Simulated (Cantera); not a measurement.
## Adiabatic ignition

An adiabatic, constant-volume homogeneous reactor starts with 13.3 % C2H4, 18.1 % O2, 68.4 % N2, 0.105 % CO2, at 1650 K and 500000 Pa.

Cantera simulation using GRI-Mech 3.0 (53 species, 325 reactions); the numbers are that mechanism's predictions, not measurements. GRI-Mech 3.0 was tuned for natural gas; its chemistry of ethylene as a main component is partial and can be far from experiment. Above 3000 K some thermodynamic fits are extrapolated.

```tsv
t (s)	T (K)	P (bar)	x C2H4	x O2	x HCO	x NO	x CH2CO
1.00e-6	1650	5.00	0.133	0.181	1.93e-7	<1e-12	4.79e-6
5.24e-6	3234	12.0	3.31e-6	4.21e-5	1.14e-5	0.000563	1.71e-5
2.75e-5	3146	11.8	<1e-12	8.37e-5	4.24e-6	0.00120	7.87e-12
0.000144	3148	11.8	<1e-12	8.51e-5	4.25e-6	0.000959	7.66e-12
0.000756	3148	11.8	<1e-12	8.51e-5	4.25e-6	0.000958	7.65e-12
0.00397	3148	11.8	<1e-12	8.51e-5	4.25e-6	0.000958	7.65e-12
0.0208	3148	11.8	<1e-12	8.51e-5	4.25e-6	0.000958	7.65e-12
0.109	3148	11.8	<1e-12	8.51e-5	4.25e-6	0.000958	7.65e-12
0.572	3148	11.8	<1e-12	8.51e-5	4.25e-6	0.000958	7.65e-12
3.00	3148	11.8	<1e-12	8.51e-5	4.25e-6	0.000958	7.65e-12
```
x: mole fraction; the columns are a selection and need not sum to one.

- time of steepest temperature rise: 3.73 µs
- temperature at 3.00 s: 3148 K
- equilibrium temperature: 3148 K
- x(C2H4) at 3.00 s: <1e-12 (gas-phase equilibrium <1e-12)
- x(O2) at 3.00 s: 8.51e-5 (gas-phase equilibrium 8.51e-5)
- x(HCO) at 3.00 s: 4.25e-6 (gas-phase equilibrium 4.25e-6)
